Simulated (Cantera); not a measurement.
# Pyrogenic steam for wet oxidation

A perfectly stirred reactor is fed with H2 : O2 : N2 : H2O = 1.4 : 1 : 5.3 : 0.013 (molar parts), at 240 Torr; it is held at 1325 K, and followed from long to short residence time.

Model: the H2/O2 subset of GRI-Mech 3.0, which has no nitrogen chemistry, integrated in Cantera. The temperature is held fixed by assumption; the heat of reaction is taken as removed at once.

| τ (s) | x H2 | x O2 | x H2O2 | x HO2 | x O | x H |
|---|---|---|---|---|---|---|
| 1.8 | 0.000136 | 0.0427 | 2.22e-7 | 1.88e-6 | 3.79e-5 | 1.13e-5 |
| 0.67 | 0.000263 | 0.0427 | 3.44e-7 | 3.17e-6 | 7.45e-5 | 3.05e-5 |
| 0.25 | 0.000505 | 0.0428 | 5.15e-7 | 4.97e-6 | 0.000146 | 8.19e-5 |
| 0.096 | 0.000944 | 0.0429 | 7.37e-7 | 7.07e-6 | 0.000279 | 0.000213 |
| 0.036 | 0.00177 | 0.0431 | 1.02e-6 | 9.25e-6 | 0.000536 | 0.000559 |
| 0.014 | 0.00319 | 0.0436 | 1.33e-6 | 1.11e-5 | 0.000995 | 0.00139 |
| 0.0051 | 0.00582 | 0.0447 | 1.64e-6 | 1.26e-5 | 0.00189 | 0.00355 |
| 0.0019 | 0.0100 | 0.0468 | 1.86e-6 | 1.38e-5 | 0.00343 | 0.00836 |
x: mole fraction; the columns are a selection and need not sum to one.
